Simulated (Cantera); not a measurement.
A perfectly stirred reactor is fed with C3H8 : H2 = 1 : 2.2 (molar parts), at 0.128 Torr; it is held at 1800 K, and followed from long to short residence time.

Cantera simulation using GRI-Mech 3.0 (53 species, 325 reactions); the numbers are that mechanism's predictions, not measurements. GRI-Mech 3.0 was tuned for natural gas; its chemistry of propane as a main component is partial and can be far from experiment. GRI-Mech 3.0 stops at C3 and has no aromatics, soot or wall deposition, so with more carbon than oxygen in the feed, carbon stays in small species such as C2H2 where larger ones or solid carbon would form. Radical loss at walls, strong at low pressure, is not modelled.

Question: What does this change do: pressure from 0.128 Torr to 0.413 Torr?

Answer: 
```
quantity                 before     after
----------------------  -------  --------
x(C3H8) at τ = 0.420 s  0.00116  0.000406
x(H2) at τ = 0.420 s      0.650     0.683
x(H) at τ = 0.420 s     0.00581   0.00497
x(CH3) at τ = 0.420 s    0.0217    0.0123
x(C2H2) at τ = 0.420 s    0.190     0.210
x(C3H8) at τ = 5.40 ms   0.0903    0.0311
x(H2) at τ = 5.40 ms      0.571     0.556
x(H) at τ = 5.40 ms     0.00461   0.00586
x(CH3) at τ = 5.40 ms    0.0960    0.0742
x(C2H2) at τ = 5.40 ms   0.0133    0.0579
```

Question: What does this change do: temperature 1800 to 1050 K?

Answer: 
| quantity | before | after |
|---|---|---|
| x(C3H8) at τ = 0.420 s | 0.00116 | 0.307 |
| x(H2) at τ = 0.420 s | 0.650 | 0.685 |
| x(H) at τ = 0.420 s | 0.00581 | 5.70e-6 |
| x(CH3) at τ = 0.420 s | 0.0217 | 0.000370 |
| x(C2H2) at τ = 0.420 s | 0.190 | 6.20e-7 |
| x(C3H8) at τ = 5.40 ms | 0.0903 | 0.312 |
| x(H2) at τ = 5.40 ms | 0.571 | 0.687 |
| x(H) at τ = 5.40 ms | 0.00461 | 6.64e-8 |
| x(CH3) at τ = 5.40 ms | 0.0960 | 2.94e-6 |
| x(C2H2) at τ = 5.40 ms | 0.0133 | <1e-12 |
